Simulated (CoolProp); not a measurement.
Vapour pressure (MPa) of n-decane: the reference equation beside estimates from Tc = 617.7 K, pc = 2.101 MPa, ω = 0.488. Clausius-Clapeyron is anchored at 412.1 K with a constant enthalpy of vaporisation of 42.40 kJ/mol.

The numbers come from the reference Helmholtz-energy equation of state, Lemmon 2006 in CoolProp. It is a short technical equation, of lower accuracy than the large ones.

| T (K) | reference | Lee-Kesler | Clausius-Clapeyron | van der Waals | Redlich-Kwong | Soave-Redlich-Kwong | Peng-Robinson |
|---|---|---|---|---|---|---|---|
| 397.8 | 0.02369 | 0.02340 | 0.02416 | 0.2714 | 0.08718 | 0.02342 | 0.02406 |
| 400.6 | 0.02603 | 0.02574 | 0.02643 | 0.2820 | 0.09314 | 0.02575 | 0.02641 |
| 403.5 | 0.02865 | 0.02836 | 0.02896 | 0.2932 | 0.09962 | 0.02837 | 0.02904 |
| 406.4 | 0.03148 | 0.03119 | 0.03169 | 0.3047 | 0.1064 | 0.03120 | 0.03188 |
| 409.3 | 0.03453 | 0.03425 | 0.03464 | 0.3165 | 0.1136 | 0.03425 | 0.03494 |
| 412.1 | 0.03770 | 0.03743 | 0.03770 | 0.3281 | 0.1208 | 0.03742 | 0.03811 |
| 415 | 0.04122 | 0.04097 | 0.04110 | 0.3405 | 0.1287 | 0.04096 | 0.04164 |
| 417.9 | 0.04501 | 0.04477 | 0.04476 | 0.3532 | 0.1369 | 0.04476 | 0.04543 |
| 420.8 | 0.04907 | 0.04886 | 0.04869 | 0.3662 | 0.1455 | 0.04884 | 0.04950 |
| 423.7 | 0.05341 | 0.05324 | 0.05290 | 0.3795 | 0.1544 | 0.05321 | 0.05385 |
| 426.5 | 0.05790 | 0.05775 | 0.05725 | 0.3926 | 0.1635 | 0.05772 | 0.05834 |
| 429.4 | 0.06285 | 0.06275 | 0.06206 | 0.4065 | 0.1732 | 0.06272 | 0.06330 |
| 432.3 | 0.06814 | 0.06808 | 0.06721 | 0.4208 | 0.1834 | 0.06805 | 0.06860 |
| 435.2 | 0.07378 | 0.07377 | 0.07270 | 0.4354 | 0.1940 | 0.07374 | 0.07424 |
| 438 | 0.07956 | 0.07961 | 0.07836 | 0.4497 | 0.2047 | 0.07959 | 0.08004 |

Absolute difference from the reference over all 15 rows, mean and median: Lee-Kesler 0.6 and 0.5 %, Clausius-Clapeyron 1.0 and 1.1 %, van der Waals 711.5 and 684.7 %, Redlich-Kwong 207.4 and 204.2 %, Soave-Redlich-Kwong 0.6 and 0.6 %, Peng-Robinson 1.0 and 0.9 %.
